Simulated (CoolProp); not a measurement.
Model: reference Helmholtz-energy equation of state, Bücker 2006, in CoolProp.

**Question.** Give the vapour pressure (MPa), liquid cp (kJ/(kg K)), vapour Z, liquid conductivity (mW/(m K)) of saturated isobutane at 86.15 °C.

**Answer.** 
```csv
T (°C),p (MPa),liquid cp (kJ/(kg K)),vapour Z,liquid conductivity (mW/(m K))
86.15,1.52,3.04,0.720,70.1
```

Thermal conductivity comes from a separate model (Perkins 2002).
